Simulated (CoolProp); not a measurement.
200 sccm (0 °C, 1 atm) of nitrogen bubbles through liquid decamethylcyclopentasiloxane (D5) at 358.7 K and leaves saturated at a total pressure of 0.0243 MPa (ideal gas phase). Each further row changes one setting.

Computed with CoolProp (reference Helmholtz-energy equation of state, Thol 2019).

```
case                       vapour pressure (kPa)  mole fraction of vapour  delivery (mg/min)  delivery (sccm)  change of delivery for a bath 1 K warmer (%)
-------------------------  ---------------------  -----------------------  -----------------  ---------------  --------------------------------------------
as stated                                   1.21                   0.0499                174             10.5                                           5.7
bath temperature 363.7 K                    1.57                   0.0647                229             13.8                                           5.6
total pressure 0.0486 MPa                   1.21                   0.0249               84.6             5.12                                           5.6
```
